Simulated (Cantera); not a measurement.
## Adiabatic ignition

An adiabatic, constant-volume homogeneous reactor starts with CH₄ : H₂ : O₂ : N₂ : CO₂ = 1 : 0.55 : 3.99 : 15 : 0.16 (molar parts), at 1448 K and 4.05 atm.

Computed with Cantera and GRI-Mech 3.0 (53 species, 325 reactions).

| t (s) | T (K) | P (bar) | x CH₄ | x H₂ | x O₂ | x CH₂CO | x CH₂O | x HO₂ | x NO |
|---|---|---|---|---|---|---|---|---|---|
| 5.00e-6 | 1448 | 4.10 | 0.0483 | 0.0266 | 0.193 | <1e-12 | 7.82e-8 | 8.57e-7 | <1e-12 |
| 1.18e-5 | 1448 | 4.10 | 0.0483 | 0.0266 | 0.193 | <1e-12 | 7.79e-7 | 2.36e-6 | <1e-12 |
| 2.77e-5 | 1448 | 4.10 | 0.0481 | 0.0265 | 0.193 | 6.71e-10 | 2.25e-5 | 1.24e-5 | <1e-12 |
| 6.52e-5 | 1522 | 4.31 | 0.0402 | 0.0253 | 0.186 | 3.19e-5 | 0.00156 | 0.000197 | 3.81e-10 |
| 0.000153 | 2724 | 7.69 | <1e-12 | 0.00233 | 0.0815 | <1e-12 | 4.92e-11 | 2.13e-5 | 0.00162 |
| 0.000361 | 2717 | 7.67 | <1e-12 | 0.00230 | 0.0796 | <1e-12 | 4.77e-11 | 2.06e-5 | 0.00559 |
| 0.000850 | 2706 | 7.64 | <1e-12 | 0.00225 | 0.0768 | <1e-12 | 4.53e-11 | 1.96e-5 | 0.0116 |
| 0.00200 | 2697 | 7.61 | <1e-12 | 0.00221 | 0.0744 | <1e-12 | 4.35e-11 | 1.88e-5 | 0.0166 |
| 0.00471 | 2695 | 7.60 | <1e-12 | 0.00220 | 0.0738 | <1e-12 | 4.30e-11 | 1.85e-5 | 0.0179 |
| 0.0111 | 2695 | 7.60 | <1e-12 | 0.00220 | 0.0738 | <1e-12 | 4.30e-11 | 1.85e-5 | 0.0179 |
| 0.0261 | 2695 | 7.60 | <1e-12 | 0.00220 | 0.0738 | <1e-12 | 4.30e-11 | 1.85e-5 | 0.0179 |
| 0.0614 | 2695 | 7.60 | <1e-12 | 0.00220 | 0.0738 | <1e-12 | 4.30e-11 | 1.85e-5 | 0.0179 |
| 0.144 | 2695 | 7.60 | <1e-12 | 0.00220 | 0.0738 | <1e-12 | 4.30e-11 | 1.85e-5 | 0.0179 |
| 0.340 | 2695 | 7.60 | <1e-12 | 0.00220 | 0.0738 | <1e-12 | 4.30e-11 | 1.85e-5 | 0.0179 |
| 0.800 | 2695 | 7.60 | <1e-12 | 0.00220 | 0.0738 | <1e-12 | 4.30e-11 | 1.85e-5 | 0.0179 |
x: mole fraction; the columns are a selection and need not sum to one.

The time of steepest temperature rise is 79.6 µs and the temperature at 0.800 s is 2695 K. The equilibrium temperature is 2695 K and the x(CH₄) at 0.800 s is <1e-12 (gas-phase equilibrium <1e-12). The x(H₂) at 0.800 s comes out as 0.00220 (gas-phase equilibrium 0.00220). The x(O₂) at 0.800 s comes out as 0.0738 (gas-phase equilibrium 0.0738).
